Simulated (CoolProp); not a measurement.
Ethylene along the isotherm 149.75 °C: Z from the reference equation and from simpler models built on Tc = 9.2 °C, pc = 50.42 bar, ω = 0.087; each cubic takes its own stable root.

Model: reference Helmholtz-energy equation of state, Smukala 2000, in CoolProp.

| p (bar) | phase | reference | Redlich-Kwong | Soave-Redlich-Kwong | Peng-Robinson |
|---|---|---|---|---|---|
| 28 | gas | 0.9516 | 0.9468 | 0.9551 | 0.9425 |
| 56 | supercritical | 0.9056 | 0.8973 | 0.9148 | 0.8918 |
| 84 | supercritical | 0.8644 | 0.8543 | 0.8813 | 0.8501 |
| 112 | supercritical | 0.8308 | 0.8213 | 0.8570 | 0.8196 |
| 140 | supercritical | 0.8079 | 0.8012 | 0.8434 | 0.8012 |
| 168 | supercritical | 0.7973 | 0.7948 | 0.8406 | 0.7944 |
| 196 | supercritical | 0.7988 | 0.8004 | 0.8475 | 0.7975 |
| 224 | supercritical | 0.8105 | 0.8152 | 0.8622 | 0.8083 |
| 252 | supercritical | 0.8300 | 0.8367 | 0.8827 | 0.8248 |
